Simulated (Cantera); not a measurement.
An isothermal, constant-pressure homogeneous reactor starts with C2H6 : N2 = 1 : 6.2 (molar parts), at 1925 K and 100000 Pa. Integrator tolerance rtol = 1e-08.

Computed with Cantera and GRI-Mech 3.0 (53 species, 325 reactions). GRI-Mech 3.0 stops at C3 and has no aromatics, soot or wall deposition, so with more carbon than oxygen in the feed, carbon stays in small species such as C2H2 where larger ones or solid carbon would form.

**Question.** What does this change do: pressure from 100000 Pa to 4700 Pa?

**Answer.** 
```
quantity                                              before                                      after
-----------------  -----------------------------------------  -----------------------------------------
x(C2H6) at 3.00 s    3.65e-8 (gas-phase equilibrium 1.71e-8)  6.32e-11 (gas-phase equilibrium 3.78e-11)
x(CH2) at 3.00 s     8.41e-8 (gas-phase equilibrium 5.76e-8)    7.05e-8 (gas-phase equilibrium 5.77e-8)
x(HCN) at 3.00 s      0.000200 (gas-phase equilibrium 0.116)     0.000141 (gas-phase equilibrium 0.116)
x(C2H2) at 3.00 s       0.108 (gas-phase equilibrium 0.0502)       0.108 (gas-phase equilibrium 0.0504)
x(H) at 3.00 s     0.000447 (gas-phase equilibrium 0.000448)    0.00206 (gas-phase equilibrium 0.00206)
x(CH3) at 3.00 s     3.29e-5 (gas-phase equilibrium 2.25e-5)    5.98e-6 (gas-phase equilibrium 4.89e-6)
x(C2H) at 3.00 s     3.21e-6 (gas-phase equilibrium 1.49e-6)    1.49e-5 (gas-phase equilibrium 6.90e-6)
```
Radical loss at walls, strong at low pressure, is not modelled.

**Question.** What does this change do: pressure from 100000 Pa to 800 Pa?

**Answer.** 
```tsv
quantity	before	after
x(C2H6) at 3.00 s	3.65e-8 (gas-phase equilibrium 1.71e-8)	3.74e-12 (gas-phase equilibrium 1.08e-12)
x(CH2) at 3.00 s	8.41e-8 (gas-phase equilibrium 5.76e-8)	1.10e-7 (gas-phase equilibrium 5.74e-8)
x(HCN) at 3.00 s	0.000200 (gas-phase equilibrium 0.116)	0.000167 (gas-phase equilibrium 0.116)
x(C2H2) at 3.00 s	0.108 (gas-phase equilibrium 0.0502)	0.108 (gas-phase equilibrium 0.0503)
x(H) at 3.00 s	0.000447 (gas-phase equilibrium 0.000448)	0.00493 (gas-phase equilibrium 0.00498)
x(CH3) at 3.00 s	3.29e-5 (gas-phase equilibrium 2.25e-5)	3.89e-6 (gas-phase equilibrium 2.00e-6)
x(C2H) at 3.00 s	3.21e-6 (gas-phase equilibrium 1.49e-6)	3.57e-5 (gas-phase equilibrium 1.68e-5)
```
Radical loss at walls, strong at low pressure, is not modelled.
